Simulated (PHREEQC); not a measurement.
# Buffer (model solution)

A solution holds 0.17 mol H3PO4, 7.5e-05 mol NaF and 0.0024 mol NaCl per kg of water, at 85 °C. Closed to the air; pH follows from the charge balance.

Computed with PHREEQC (ion-association model, wateq4f.dat).

Precipitation was switched off in this run.

Estimate the pH.

pH 1.63.

In which forms is F present?

HF 99 %, F- 1.0 % of the F.

Species that the database lacks are ignored. H3PO4, which wateq4f.dat lacks, is added to it with the constant of phreeqc.dat. Constants without temperature data keep their 25 °C values here.
